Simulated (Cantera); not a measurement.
Input (Python, Cantera) and output of one run.

```python
import numpy as np
import cantera as ct

gas_names = """
    H H2 N NH NH2 NH3 N2 N2H2 N2H4 Si SiH SiH2 SiH3 SiH4 SiN Si2 Si2N Si3
""".split()
cond_names = """
    Si(cr) Si(L) Si3N4(a)
""".split()


# ... load() reads the species with a 1 bar reference pressure and builds the phases ...
atoms = {
    'Si': {'Si': 1},
    'NH3': {'N': 1, 'H': 3},
    'H2': {'H': 2},
}
top_T = {'Si3N4(a)': 2400}  # K; cautious upper limits of use, not melting points


# ... equilibrate(T, P, feed) seeds the gas with the atoms and calls Mixture.equilibrate('TP', solver="vcs", rtol=1e-11, max_steps=5000) ...
results = []
feed = {'Si': 1, 'NH3': 2, 'H2': 5.7}  # mol
P = 39000  # Pa
for T in [725, 825, 925, 1025, 1125, 1225, 1325, 1425, 1525, 1625, 1725, 1825, 1925]:
    mix = equilibrate(T, P, feed)
    results.append((T, P, feed, dict(zip(mix.species_names, mix.species_moles))))

top = {s: max(r[3][s] / sum(r[3][g] for g in gas_names) for r in results) for s in gas_names}
cols = sorted((s for s in top if top[s] > 1e-06), key=lambda s: -top[s])[:6]
seen = [c for c in cond_names if any(r[3].get(c, 0) > 1e-12 for r in results)]
print("log10 of partial pressures in bar; condensed amounts in mol")
print(f"{'T/K':>10s}" + "".join(f"{s[:9]:>10s}" for s in cols + seen))
for T, P, feed, n in results:
    ng = sum(n[g] for g in gas_names)
    print(f"{T:10.4g}" + "".join(f"{np.log10(max(n[s] / ng * P / 1e5, 1e-99)):10.3f}" for s in cols)
          + "".join(f"{n.get(c, 0):10.4g}" for c in seen))
```

Result:

```
log10 of partial pressures in bar; condensed amounts in mol
       T/K        H2        N2         H       NH3      SiH2        Si     Si(L)  Si3N4(a)
       725    -0.425    -1.845   -13.242    -3.725   -26.141   -35.538         0    0.3333
       825    -0.425    -1.843   -11.313    -4.190   -21.853   -29.440         0    0.3333
       925    -0.425    -1.842    -9.797    -4.561   -18.494   -24.666         0    0.3333
      1025    -0.425    -1.842    -8.573    -4.864   -15.792   -20.827         0    0.3333
      1125    -0.425    -1.842    -7.565    -5.116   -13.572   -17.676         0    0.3333
      1225    -0.425    -1.842    -6.719    -5.327   -11.718   -15.043         0    0.3333
      1325    -0.425    -1.842    -5.999    -5.508   -10.146   -12.812         0    0.3333
      1425    -0.425    -1.842    -5.379    -5.664    -8.797   -10.898         0    0.3333
      1525    -0.425    -1.842    -4.839    -5.799    -7.627    -9.239         0    0.3333
      1625    -0.425    -1.842    -4.364    -5.918    -6.604    -7.787         0    0.3333
      1725    -0.425    -1.842    -3.944    -6.023    -5.701    -6.506         0    0.3333
      1825    -0.426    -1.842    -3.569    -6.116    -4.900    -5.368         0    0.3332
      1925    -0.457    -1.396    -3.248    -6.024    -4.624    -4.759    0.9986         0
```

Method: chemical equilibrium by Gibbs-energy minimisation in Cantera with the NASA 1993 tables (ideal gas, pure condensed phases). Gases not in the tables: Si2H6 and higher silanes.
